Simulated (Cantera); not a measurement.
What does this Cantera script print?

```python
import numpy as np
import cantera as ct

gas = ct.Solution("h2o2.yaml")
gas.TPX = 1275, 100000, {'H2': 0.68, 'O2': 1, 'N2': 1.3}
reactor = ct.IdealGasConstPressureReactor(gas, energy="off", clone=False)
net = ct.ReactorNet([reactor])
net.rtol, net.atol = 1e-08, 1e-18
show = ['H2', 'O2', 'OH', 'O', 'H2O', 'H2O2', 'HO2']
times = np.geomspace(0.0006, 4, 11)

steps = ct.SolutionArray(gas, extra=["t"])
rows = []
print(f"{'t/s':>10s}{'T/K':>9s}{'P/Pa':>11s}" + "".join(f"{s:>11s}" for s in show))
for t in times:
    while net.time < t:
        t_next = net.step()
        steps.append(gas.state, t=t_next)
    rows.append([np.interp(t, steps.t, y) for y in (steps.T, steps.P, *steps(*show).X.T)])
    print(f"{t:10.3e}{rows[-1][0]:9.1f}{rows[-1][1]:11.4g}" + "".join(f"{x:11.3e}" for x in rows[-1][2:]))
rate = np.gradient(steps.T, steps.t)
print("integrator steps:", len(steps.t))
if steps.T.max() > steps.T[0] + 200:
    print(f"time of steepest temperature rise: {steps.t[rate.argmax()]:.4e} s")
gas.TPX = 1275, 100000, {'H2': 0.68, 'O2': 1, 'N2': 1.3}
gas.equilibrate("TP")
print(f"equilibrium (TP): T = {gas.T:.1f} K  " + "  ".join(f"{s} {gas[s].X[0]:.3e}" for s in show))
```

Output:

```
       t/s      T/K       P/Pa         H2         O2         OH          O        H2O       H2O2        HO2
 6.000e-04   1275.0      1e+05  2.754e-05  2.499e-01  1.748e-04  1.024e-05  2.574e-01  5.345e-07  3.083e-06
 1.447e-03   1275.0      1e+05  3.501e-06  2.500e-01  9.549e-05  2.910e-06  2.575e-01  2.024e-07  7.441e-07
 3.491e-03   1275.0      1e+05  5.339e-07  2.500e-01  5.522e-05  9.715e-07  2.575e-01  7.909e-08  2.346e-07
 8.420e-03   1275.0      1e+05  1.540e-07  2.500e-01  3.368e-05  3.640e-07  2.576e-01  3.253e-08  9.922e-08
 2.031e-02   1275.0      1e+05  6.185e-08  2.500e-01  2.162e-05  1.510e-07  2.576e-01  1.439e-08  6.010e-08
 4.899e-02   1275.0      1e+05  3.449e-08  2.500e-01  1.534e-05  7.632e-08  2.576e-01  7.662e-09  5.310e-08
 1.182e-01   1275.0      1e+05  2.896e-08  2.500e-01  1.329e-05  5.751e-08  2.576e-01  5.931e-09  5.367e-08
 2.850e-01   1275.0      1e+05  2.863e-08  2.500e-01  1.314e-05  5.620e-08  2.576e-01  5.811e-09  5.379e-08
 6.875e-01   1275.0      1e+05  2.863e-08  2.500e-01  1.314e-05  5.620e-08  2.576e-01  5.811e-09  5.379e-08
 1.658e+00   1275.0      1e+05  2.863e-08  2.500e-01  1.314e-05  5.620e-08  2.576e-01  5.811e-09  5.379e-08
 4.000e+00   1275.0      1e+05  2.863e-08  2.500e-01  1.314e-05  5.620e-08  2.576e-01  5.811e-09  5.379e-08
integrator steps: 1452
equilibrium (TP): T = 1275.0 K  H2 2.863e-08  O2 2.500e-01  OH 1.314e-05  O 5.620e-08  H2O 2.576e-01  H2O2 5.811e-09  HO2 5.379e-08
```

Detailed kinetics in Cantera: the H2/O2 subset of GRI-Mech 3.0, which has no nitrogen chemistry. The temperature is held fixed by assumption; the heat of reaction is taken as removed at once.
